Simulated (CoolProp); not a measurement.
Properties of water along the isobar 68000 kPa.

Model: reference Helmholtz-energy equation of state, Wagner 2002, in CoolProp.

```json
[
 {"T (K)": "355.2", "phase": "liquid", "cv (kJ/(kg K))": "3.751", "Joule-Thomson coefficient (K/MPa)": "?", "isothermal compressibility (1/MPa)": "0.0003851", "expansivity (1/kK)": "0.5912", "conductivity (mW/(m K))": "703", "fugacity coefficient": "0.001142"},
 {"T (K)": "402.4", "phase": "liquid", "cv (kJ/(kg K))": "3.549", "Joule-Thomson coefficient (K/MPa)": "-0.1737", "isothermal compressibility (1/MPa)": "0.0004378", "expansivity (1/kK)": "0.7690", "conductivity (mW/(m K))": "?", "fugacity coefficient": "0.005544"},
 {"T (K)": "449.6", "phase": "liquid", "cv (kJ/(kg K))": "3.363", "Joule-Thomson coefficient (K/MPa)": "?", "isothermal compressibility (1/MPa)": "0.0005342", "expansivity (1/kK)": "0.9482", "conductivity (mW/(m K))": "720", "fugacity coefficient": "?"},
 {"T (K)": "496.9", "phase": "liquid", "cv (kJ/(kg K))": "?", "Joule-Thomson coefficient (K/MPa)": "-0.1121", "isothermal compressibility (1/MPa)": "0.0006939", "expansivity (1/kK)": "1.157", "conductivity (mW/(m K))": "698", "fugacity coefficient": "0.04549"},
 {"T (K)": "544.1", "phase": "liquid", "cv (kJ/(kg K))": "3.069", "Joule-Thomson coefficient (K/MPa)": "-0.05993", "isothermal compressibility (1/MPa)": "0.0009620", "expansivity (1/kK)": "1.429", "conductivity (mW/(m K))": "660", "fugacity coefficient": "0.09284"},
 {"T (K)": "591.3", "phase": "liquid", "cv (kJ/(kg K))": "?", "Joule-Thomson coefficient (K/MPa)": "0.02116", "isothermal compressibility (1/MPa)": "?", "expansivity (1/kK)": "1.821", "conductivity (mW/(m K))": "609", "fugacity coefficient": "0.1629"},
 {"T (K)": "638.5", "phase": "liquid", "cv (kJ/(kg K))": "2.870", "Joule-Thomson coefficient (K/MPa)": "0.1562", "isothermal compressibility (1/MPa)": "0.002404", "expansivity (1/kK)": "2.444", "conductivity (mW/(m K))": "546", "fugacity coefficient": "0.2540"},
 {"T (K)": "685.8", "phase": "supercritical", "cv (kJ/(kg K))": "2.810", "Joule-Thomson coefficient (K/MPa)": "0.3986", "isothermal compressibility (1/MPa)": "0.004603", "expansivity (1/kK)": "3.528", "conductivity (mW/(m K))": "470", "fugacity coefficient": "0.3602"}
]
```

Problem. What belongs in the gaps?

Solution. 
- 355.2, Joule-Thomson coefficient (K/MPa): -0.1942
- 402.4, conductivity (mW/(m K)): 723
- 449.6, Joule-Thomson coefficient (K/MPa): -0.1478
- 449.6, fugacity coefficient: 0.01820
- 496.9, cv (kJ/(kg K)): 3.203
- 591.3, cv (kJ/(kg K)): 2.957
- 591.3, isothermal compressibility (1/MPa): 0.001443

Thermal conductivity comes from a separate model (Huber 2012).
